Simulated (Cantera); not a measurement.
Input: 1 mol Ta2O5, 5.9 mol CO, 1.6 mol H2, 2.2 mol C, equilibrated at 2573.15 K.

Equilibrium computed with Cantera from the NASA thermochemical tables; the gas is ideal and each condensed phase is pure. Candidate condensed phases: C, C6H6, C7H8, C8H18, H2O, Ta, TaC, Ta2O5; 113 gas species. Condensed phases not in the tables: Ta2C, N, O or C dissolved in the metal. Kinetics and transport are ignored.

Question: At 68.0 Pa, list the 5 most abundant gas species with their mole fractions, and the condensed phases.

Answer: CO 0.624, H 0.200, TaO 0.0874, TaO2 0.0639, H2 0.0231. Condensed: Ta(s).
